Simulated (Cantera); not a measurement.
Mixture: CO : H2 : CH4 : O2 : N2 = 1 : 0.26 : 0.032 : 0.578 : 2.17 (molar parts), equivalence ratio 1.2, at 3.55 atm, adiabatic and at constant volume. Ignition delay is the time to a rise of 400 K.

Computed with Cantera and GRI-Mech 3.0 (53 species, 325 reactions). Below about 1000 K GRI-Mech 3.0 lacks low-temperature oxidation paths. Where the delays flatten at high temperature, the 400 K rule measures the pace of heat release, not the induction time.

Problem. What does this change do: CH4 0.032 to 0.045 parts?

Solution. 
```
quantity                                               before      after
--------------------------------------------------  ---------  ---------
delay at 950 K                                        9.54 ms    9.48 ms
delay at 1050 K                                      0.480 ms   0.521 ms
delay at 1150 K                                       63.3 µs    75.6 µs
delay at 1250 K                                       23.6 µs    27.0 µs
delay at 1350 K                                       13.3 µs    14.6 µs
apparent activation energy between 1300 and 1400 K  71 kJ/mol  77 kJ/mol
```

Problem. What does this change do: pressure from 3.55 atm to 26.6 atm?

Solution. 
| quantity | before | after |
|---|---|---|
| delay at 950 K | 9.54 ms | 7.15 ms |
| delay at 1050 K | 0.480 ms | 0.768 ms |
| delay at 1150 K | 63.3 µs | 0.119 ms |
| delay at 1250 K | 23.6 µs | 24.0 µs |
| delay at 1350 K | 13.3 µs | 6.36 µs |
| apparent activation energy between 1300 and 1400 K | 71 kJ/mol | 180 kJ/mol |
The pressure lies above the range GRI-Mech 3.0 was tuned for (to about 10 atm).

Problem. What does this change do: constant pressure in place of constant volume?

Solution. 
```json
[
 {"quantity": "delay at 950 K", "before": "9.54 ms", "after": "11.0 ms"},
 {"quantity": "delay at 1050 K", "before": "0.480 ms", "after": "0.520 ms"},
 {"quantity": "delay at 1150 K", "before": "63.3 µs", "after": "67.3 µs"},
 {"quantity": "delay at 1250 K", "before": "23.6 µs", "after": "25.3 µs"},
 {"quantity": "delay at 1350 K", "before": "13.3 µs", "after": "14.5 µs"},
 {"quantity": "apparent activation energy between 1300 and 1400 K", "before": "71 kJ/mol", "after": "68 kJ/mol"}
]
```
